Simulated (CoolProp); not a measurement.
Saturation properties of fluoroethane (R161) (Tc = 102.1 °C, pc = 50.10 bar, ω = 0.216).

Computed with CoolProp (reference Helmholtz-energy equation of state, Wu 2012).

| T (°C) | p (bar) | vapour density (kg/m³) | enthalpy of vaporisation (kJ/kg) | liquid cp (kJ/(kg K)) | surface tension (mN/m) |
|---|---|---|---|---|---|
| 17.55 | 7.502 | 17.40 | 352.5 | 2.239 | 10.3 |
| 25.35 | 9.333 | 21.68 | 339.3 | 2.298 | 9.24 |
| 33.25 | 11.51 | 26.88 | 325.0 | 2.363 | 8.19 |
| 41.15 | 14.03 | 33.14 | 309.5 | 2.438 | 7.15 |
| 49.05 | 16.94 | 40.69 | 292.7 | 2.526 | 6.13 |
| 56.95 | 20.27 | 49.88 | 274.4 | 2.636 | 5.13 |
| 64.85 | 24.07 | 61.20 | 254.0 | 2.783 | 4.14 |
| 72.75 | 28.37 | 75.46 | 230.9 | 3.006 | 3.18 |
| 80.65 | 33.25 | 94.11 | 204.0 | 3.397 | 2.25 |

It boils at -37.6 °C under 1 atm.

Surface tension comes from a separate correlation (Mulero 2012).
